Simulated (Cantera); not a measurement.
Input (Python, Cantera):

```python
import numpy as np
import cantera as ct

gas = ct.Solution("gri30.yaml")
gas.TPX = 1950, 2800, {'C2H6': 1, 'N2': 200, 'H2O': 1.1}
reactor = ct.IdealGasConstPressureReactor(gas, energy="off", clone=False)
net = ct.ReactorNet([reactor])
net.rtol, net.atol = 1e-08, 1e-18
show = ['C2H6', 'CH4', 'H', 'HCN', 'C2H4']
times = np.geomspace(3e-06, 50, 11)

steps = ct.SolutionArray(gas, extra=["t"])
rows = []
print(f"{'t/s':>10s}{'T/K':>9s}{'P/Pa':>11s}" + "".join(f"{s:>11s}" for s in show))
for t in times:
    while net.time < t:
        t_next = net.step()
        steps.append(gas.state, t=t_next)
    rows.append([np.interp(t, steps.t, y) for y in (steps.T, steps.P, *steps(*show).X.T)])
    print(f"{t:10.3e}{rows[-1][0]:9.1f}{rows[-1][1]:11.4g}" + "".join(f"{x:11.3e}" for x in rows[-1][2:]))
rate = np.gradient(steps.T, steps.t)
print("integrator steps:", len(steps.t))
if steps.T.max() > steps.T[0] + 200:
    print(f"time of steepest temperature rise: {steps.t[rate.argmax()]:.4e} s")
gas.TPX = 1950, 2800, {'C2H6': 1, 'N2': 200, 'H2O': 1.1}
gas.equilibrate("TP")
print(f"equilibrium (TP): T = {gas.T:.1f} K  " + "  ".join(f"{s} {gas[s].X[0]:.3e}" for s in show))
```

Result:

```
       t/s      T/K       P/Pa       C2H6        CH4          H        HCN       C2H4
 3.000e-06   1950.0       2800  4.771e-03  1.187e-07  5.532e-07  1.599e-13  5.821e-08
 1.582e-05   1950.0       2800  4.079e-03  3.154e-06  6.703e-06  2.317e-11  2.533e-06
 8.346e-05   1950.0       2800  1.714e-03  6.664e-05  3.103e-04  1.098e-07  2.440e-04
 4.402e-04   1950.0       2800  8.438e-06  4.227e-04  1.279e-03  4.187e-05  1.358e-03
 2.322e-03   1950.0       2800  7.904e-08  3.303e-04  6.135e-04  1.187e-04  1.145e-04
 1.225e-02   1950.0       2800  6.014e-09  1.513e-04  3.353e-04  1.611e-04  4.981e-06
 6.460e-02   1950.0       2800  1.424e-09  9.581e-05  2.533e-04  1.991e-04  1.149e-06
 3.407e-01   1950.0       2800  9.242e-10  8.208e-05  2.711e-04  3.055e-04  6.862e-07
 1.797e+00   1950.0       2800  2.349e-10  3.976e-05  3.668e-04  6.659e-04  1.534e-07
 9.479e+00   1950.0       2800  1.552e-13  6.519e-07  6.785e-04  1.087e-03  7.453e-09
 5.000e+01   1950.0       2800  6.175e-16  1.780e-08  9.080e-04  1.090e-03  7.119e-09
integrator steps: 1811
equilibrium (TP): T = 1950.0 K  C2H6 5.577e-17  CH4 8.600e-09  H 9.084e-04  HCN 4.295e-03  C2H4 1.832e-10
```

Computed with Cantera and GRI-Mech 3.0 (53 species, 325 reactions). GRI-Mech 3.0 stops at C3 and has no aromatics, soot or wall deposition, so with more carbon than oxygen in the feed, carbon stays in small species such as C2H2 where larger ones or solid carbon would form. Radical loss at walls, strong at low pressure, is not modelled.
